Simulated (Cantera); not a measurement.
**Equilibrium for silicon nitride deposition: trisilylamine + NH3 + N2**

Input: 1 mol trisilylamine, 35 mol NH3, 12 mol N2, held at 0.0640 bar.

Method: chemical equilibrium by Gibbs-energy minimisation in Cantera with the NASA 1993 tables (ideal gas, pure condensed phases). Candidate condensed phases: Si, Si3N4; 18 gas species. The feed counts by its element totals alone. The tables' values for SiN are old estimates; treat these amounts as uncertain. Gases not in the tables: Si2H6 and higher silanes. Equilibrium is a limit: real reactors are often held back by kinetics, nucleation or transport.

```
T (°C)   x H2   x N2       x H      x Si     x SiH    x SiH2  n Si3N4(s)  n Si(l)
------  -----  -----  --------  --------  --------  --------  ----------  -------
550     0.671  0.329  2.37e-11    <1e-12    <1e-12    <1e-12        1.00        0
650     0.671  0.329  7.92e-10    <1e-12    <1e-12    <1e-12        1.00        0
750     0.671  0.329   1.34e-8    <1e-12    <1e-12    <1e-12        1.00        0
850     0.671  0.329   1.38e-7    <1e-12    <1e-12    <1e-12        1.00        0
950     0.671  0.329   9.73e-7    <1e-12    <1e-12  2.45e-12        1.00        0
1050    0.671  0.329   5.13e-6  1.70e-12  2.58e-12  9.25e-11        1.00        0
1150    0.671  0.329   2.15e-5  1.41e-10  1.31e-10   2.09e-9        1.00        0
1250    0.671  0.329   7.48e-5   6.51e-9   3.94e-9   3.11e-8       1.000        0
1350    0.670  0.329  0.000224   1.86e-7   7.73e-8   3.30e-7       1.000        0
1450    0.670  0.329  0.000590   3.58e-6   1.06e-6   2.65e-6       1.000        0
1550    0.669  0.329   0.00140   4.94e-5   1.09e-5   1.68e-5       0.998        0
1650    0.652  0.344   0.00301  0.000265   4.43e-5   4.39e-5           0     2.96
1750    0.649  0.343   0.00605  0.000889  0.000117   7.85e-5           0     2.89
1850    0.644  0.342    0.0114   0.00266  0.000279  0.000132           0     2.70
```
x: gas mole fraction; n: condensed amount in mol.

From 550 °C to 1550 °C the condensed part is Si3N4(s). From 1650 °C to 1850 °C the condensed part is Si(l).
